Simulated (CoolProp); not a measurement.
Carbonyl sulfide along the isobar 0.101 MPa: fugacity coefficient from the reference equation and from simpler models built on Tc = 378.8 K, pc = 6.369 MPa, ω = 0.098; each cubic takes its own stable root.

Model: reference Helmholtz-energy equation of state, Lemmon 2006, in CoolProp. It is a short technical equation, of lower accuracy than the large ones.

| T (K) | phase | reference | van der Waals | Soave-Redlich-Kwong | Peng-Robinson |
|---|---|---|---|---|---|
| 163 | liquid | 0.01886 | 0.5793 | 0.01856 | 0.02117 |
| 167.9 | liquid | 0.02949 | 0.7243 | 0.02896 | 0.03260 |
| 172.7 | liquid | 0.04441 | 0.8902 | 0.04358 | 0.04845 |
| 177.6 | liquid | 0.06572 | 0.9738 | 0.06446 | 0.07086 |
| 182.4 | liquid | 0.09423 | 0.9753 | 0.09244 | 0.1006 |
| 187.3 | liquid | 0.1332 | 0.9767 | 0.1307 | 0.1409 |
| 192.1 | liquid | 0.1832 | 0.9779 | 0.1799 | 0.1923 |
| 197 | liquid | 0.2490 | 0.9791 | 0.2448 | 0.2596 |
| 201.8 | liquid | 0.3307 | 0.9802 | 0.3256 | 0.3427 |
| 206.7 | liquid | 0.4347 | 0.9812 | 0.4287 | 0.4483 |
| 211.5 | liquid | 0.5602 | 0.9821 | 0.5533 | 0.5751 |
| 216.4 | liquid | 0.7159 | 0.9830 | 0.7082 | 0.7319 |

At some of these states van der Waals gives the other phase, because its saturation line lies elsewhere.
